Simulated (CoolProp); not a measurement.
A simple Rankine cycle with R245fa: condensing at 316.15 K, boiler at 1.22 MPa, turbine inlet 373.5 K, turbine efficiency 0.9, pump efficiency 0.7, no recuperator. Each further row changes one setting.

Values from CoolProp's reference Helmholtz-energy equation of state, Akasaka 2015.

| case | thermal efficiency (%) | net work (kJ/kg) | heat in (kJ/kg) | turbine exit temperature (K) | volume ratio over the turbine |
|---|---|---|---|---|---|
| as stated | 10.9 | 24.0 | 219 | 331.5 | ? |
| turbine inlet 393.5 K | 10.9 | 26.5 | 244 | 353.6 | ? |
| condensing temperature 308.15 K | 12.4 | 28.4 | 230 | 325.4 | ? |
| boiler pressure 0.854 MPa | 8.6 | 19.6 | 227 | 344.1 | 3.14 |
| turbine efficiency 0.8 | 9.7 | 21.2 | 219 | ? | ? |

Problem. Complete the blanks.

Solution. 
- as stated, volume ratio over the turbine: 4.75
- turbine inlet 393.5 K, volume ratio over the turbine: 4.57
- condensing temperature 308.15 K, volume ratio over the turbine: 6.16
- turbine efficiency 0.8, turbine exit temperature (K): 334.4
- turbine efficiency 0.8, volume ratio over the turbine: 4.80
